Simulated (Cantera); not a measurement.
Input: 1 mol Pb, 0.73 mol CO2, 33 mol H2, at 1327 °C and 0.150 Torr.

Equilibrium computed with Cantera from the NASA thermochemical tables; the gas is ideal and each condensed phase is pure. Candidate condensed phases: C, C6H6, C7H8, C8H18, H2O, Pb, PbO, PbO2, Pb3O4; 113 gas species. Equilibrium is a limit: real reactors are often held back by kinetics, nucleation or transport.

Base state: H2 0.926, Pb 0.0287, CO 0.0208, H2O 0.0208, H 0.00370, CO2 0.000156 (mole fractions); condensed: gas only.

What changes in the equilibrium state with this change: pressure from 0.150 Torr to 1.80 Torr?


```tsv
species	before	after
H2	0.926	0.928
Pb	0.0287	0.0288
CO	0.0208	0.0209
H	0.00370	0.00107
H2O	0.0208	0.0209
CO2	0.000156	0.000156
```
